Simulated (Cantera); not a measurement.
An isothermal, constant-pressure homogeneous reactor starts with CH4 : H2 : N2 = 0.012 : 1 : 0.00061 (molar parts), at 1775 K and 0.0267 bar. Integrator tolerance rtol = 1e-08.

Detailed kinetics in Cantera: GRI-Mech 3.0 (53 species, 325 reactions). GRI-Mech 3.0 stops at C3 and has no aromatics, soot or wall deposition, so with more carbon than oxygen in the feed, carbon stays in small species such as C2H2 where larger ones or solid carbon would form. Radical loss at walls, strong at low pressure, is not modelled.

Problem. What does this change do: temperature 1775 to 2775 K?

Solution. 
```csv
quantity,before,after
x(CH4) at 10.0 s,0.000405 (gas-phase equilibrium 0.000135),4.91e-7 (gas-phase equilibrium 4.89e-7)
x(H2) at 10.0 s,0.992 (gas-phase equilibrium 0.992),0.628 (gas-phase equilibrium 0.628)
x(C2H2) at 10.0 s,0.00564 (gas-phase equilibrium 0.00543),0.00418 (gas-phase equilibrium 0.00409)
x(C2H6) at 10.0 s,9.56e-10 (gas-phase equilibrium 1.55e-10),<1e-12 (gas-phase equilibrium <1e-12)
x(HCN) at 10.0 s,6.94e-9 (gas-phase equilibrium 0.000699),0.000481 (gas-phase equilibrium 0.000672)
```

Problem. What does this change do: temperature 1775 to 1650 K?

Solution. 
| quantity | before | after |
|---|---|---|
| x(CH4) at 10.0 s | 0.000405 (gas-phase equilibrium 0.000135) | 0.00301 (gas-phase equilibrium 0.000375) |
| x(H2) at 10.0 s | 0.992 (gas-phase equilibrium 0.992) | 0.991 (gas-phase equilibrium 0.993) |
| x(C2H2) at 10.0 s | 0.00564 (gas-phase equilibrium 0.00543) | 0.00434 (gas-phase equilibrium 0.00533) |
| x(C2H6) at 10.0 s | 9.56e-10 (gas-phase equilibrium 1.55e-10) | 2.90e-8 (gas-phase equilibrium 8.23e-10) |
| x(HCN) at 10.0 s | 6.94e-9 (gas-phase equilibrium 0.000699) | 4.12e-10 (gas-phase equilibrium 0.000662) |

Problem. What does this change do: 0.016 parts H2O added?

Solution. 
```csv
quantity,before,after
x(CH4) at 10.0 s,0.000405 (gas-phase equilibrium 0.000135),0.000874 (gas-phase equilibrium 5.38e-10)
x(H2) at 10.0 s,0.992 (gas-phase equilibrium 0.992),0.978 (gas-phase equilibrium 0.982)
x(C2H2) at 10.0 s,0.00564 (gas-phase equilibrium 0.00543),0.00372 (gas-phase equilibrium <1e-12)
x(C2H6) at 10.0 s,9.56e-10 (gas-phase equilibrium 1.55e-10),4.22e-9 (gas-phase equilibrium <1e-12)
x(HCN) at 10.0 s,6.94e-9 (gas-phase equilibrium 0.000699),7.91e-9 (gas-phase equilibrium 4.34e-9)
```
